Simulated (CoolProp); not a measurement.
n-dodecane at several states: fugacity coefficient from the reference equation and from simpler models built on Tc = 658.1 K, pc = 18.18 bar, ω = 0.574; each cubic takes its own stable root.

Computed with CoolProp (reference Helmholtz-energy equation of state, Lemmon 2004). It is a short technical equation, of lower accuracy than the large ones.

```csv
T (K),p (bar),phase,reference,van der Waals,Peng-Robinson
345.8,20.7,liquid,0.0002788,0.04441,0.0003195
500.5,37,liquid,0.04170,0.1842,0.04354
379.3,0.788,liquid,0.03425,0.9544,0.03668
617.8,0.788,gas,0.9778,0.9850,0.9795
```

At some of these states van der Waals gives the other phase, because its saturation line lies elsewhere.
